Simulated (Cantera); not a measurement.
Charge: 1 mol BN, 1.5 mol H₂, 5 mol F₂, at 827 °C and 0.000210 bar.

Method: chemical equilibrium by Gibbs-energy minimisation in Cantera with the NASA 1993 tables (ideal gas, pure condensed phases). Candidate condensed phases: B, BN; 31 gas species. Equilibrium is a limit: real reactors are often held back by kinetics, nucleation or transport.

Base state: F 0.469, HF 0.353, BF₃ 0.118, N₂ 0.0589, F₂ 0.000790 (mole fractions); condensed: gas only.

**Question.** What changes in the equilibrium state with this change: temperature from 827 °C to 500 °C?

**Answer.** 
```tsv
species	before	after
HF	0.353	0.423
F₂	0.000790	0.198
F	0.469	0.167
BF₃	0.118	0.141
N₂	0.0589	0.0704
NF₃	<1e-9	0.000198
```
